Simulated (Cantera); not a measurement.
A closed system holds: 1 mol Al2O3, 1.7 mol N2, at 0.00260 bar.

Equilibrium computed with Cantera from the NASA thermochemical tables; the gas is ideal and each condensed phase is pure. Candidate condensed phases: Al, AlN, Al2O3; 16 gas species. Equilibrium is a limit: real reactors are often held back by kinetics, nucleation or transport.

x: gas mole fraction; n: condensed amount in mol.

```tsv
T (K)	x N2	x O	x Al	x AlO	x Al2O	x NO	x O2	n Al2O3(s)	n Al2O3(l)
2150	1.000	3.16e-5	3.26e-5	7.16e-6	1.66e-6	…	6.81e-7	1.000	0
2200	1.000	7.13e-5	6.66e-5	1.71e-5	4.08e-6	…	1.81e-6	1.000	0
2250	1.000	0.000155	0.000133	3.94e-5	9.69e-6	…	4.57e-6	1.000	0
2300	0.999	0.000323	0.000257	8.77e-5	2.22e-5	…	1.10e-5	1.000	0
2350	0.998	0.000646	0.000480	0.000184	4.78e-5	…	2.49e-5	0	0.999
2400	0.997	0.00123	0.000866	0.000366	9.61e-5	…	5.24e-5	0	0.999
2450	0.995	0.00228	0.00153	0.000707	0.000188	…	0.000107	0	0.998
2500	0.991	0.00412	0.00264	0.00133	0.000358	…	0.000210	0	0.996
2550	0.984	0.00724	0.00447	0.00243	0.000664	…	0.000401	0	0.993
2600	0.972	0.0124	0.00742	0.00434	0.00120	…	0.000743	0	0.988
2650	0.953	0.0209	0.0121	0.00759	0.00212	…	0.00134	0	0.979
2700	0.923	0.0345	0.0193	0.0130	0.00367	…	0.00237	0	0.963
```

Task: What belongs in the gaps?

Result: 
- 2150, x NO: 2.28e-5
- 2200, x NO: 4.17e-5
- 2250, x NO: 7.41e-5
- 2300, x NO: 0.000128
- 2350, x NO: 0.000213
- 2400, x NO: 0.000340
- 2450, x NO: 0.000532
- 2500, x NO: 0.000815
- 2550, x NO: 0.00122
- 2600, x NO: 0.00180
- 2650, x NO: 0.00259
- 2700, x NO: 0.00366
